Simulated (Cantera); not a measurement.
Charge: 1 mol FeS₂, 0.066 mol SO₂, 34 mol N₂, 1.4 mol H₂S, held at 1648 K and 1200 Pa.

Equilibrium computed with Cantera from the NASA thermochemical tables; the gas is ideal and each condensed phase is pure. Candidate condensed phases: Fe, FeO, Fe(OH)₂, Fe(OH)₃, FeS, FeSO₄, FeS₂, Fe₂O₃, Fe₂(SO₄)₃, Fe₃O₄, H₂O, H₂SO₄, S; 38 gas species. FeS: taken at fixed stoichiometry. The numbers say what is thermodynamically allowed, not how fast it happens.

Base state: N₂ 0.928, H₂ 0.0333, S₂ 0.0323, H₂O 0.00317, H₂S 0.00124, SH 0.000906, S 0.000319, SO 0.000246 (mole fractions); condensed: FeS(l).

What changes in the equilibrium state with this change: temperature from 1648 K to 1075 K?


| species | before | after |
|---|---|---|
| N₂ | 0.928 | 0.937 |
| S₂ | 0.0323 | 0.0248 |
| H₂S | 0.00124 | 0.0183 |
| H₂ | 0.0333 | 0.0166 |
| Fe | 0.000109 | <1e-9 |
| H | 0.000148 | 1.73e-8 |
| S | 0.000319 | 6.09e-8 |
| SO | 0.000246 | 3.03e-7 |
| SO₂ | 8.72e-5 | 1.91e-6 |
| FeS(l), mol | 0.996 | 0 |
| FeS(s), mol | 0 | 1.00 |
Gases not in the tables: S₃ to S₇.
